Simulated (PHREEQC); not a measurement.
## Buffer (model solution)

Make-up at 25 °C: 25 mmol/kgw NaHSO4, 0.075 mmol/kgw KOH and 3.7 mmol/kgw NaCl. Closed to the air; pH follows from the charge balance.

The numbers come from PHREEQC with the ion-association model, phreeqc.dat.

Each row changes one thing in this solution. No solid was allowed to form.

```csv
case,pH,ionic strength (mol/kgw),Na+ (mol/kgw),SO4-2 (mol/kgw),HSO4- (mol/kgw),NaSO4- (mol/kgw),SI of Halite (NaCl),SI of Sylvite (KCl)
as made,1.89,0.0574,0.0278,0.0143,0.00977,0.000883,-5.74,-7.66
NaHSO4 from 0.025 to 0.05 mol/kgw,1.67,0.102,0.0514,0.0239,0.0238,0.00228,-5.51,-7.72
temperature from 25 to 40 °C,1.94,0.0545,0.0278,0.0129,0.0112,0.000866,-5.75,-7.74
diluted 10-fold with water,2.70,0.00718,0.00285,0.00215,0.000323,2.16e-5,-7.62,-9.54
KOH from 7.5e-05 to 0.00015 mol/kgw,1.89,0.0574,0.0278,0.0144,0.00975,0.000884,-5.74,-7.36
```

Complexes and solids missing from the database can't appear. Away from 25 °C the constants follow the database's enthalpies or fits; those with neither stay at their 25 °C values.
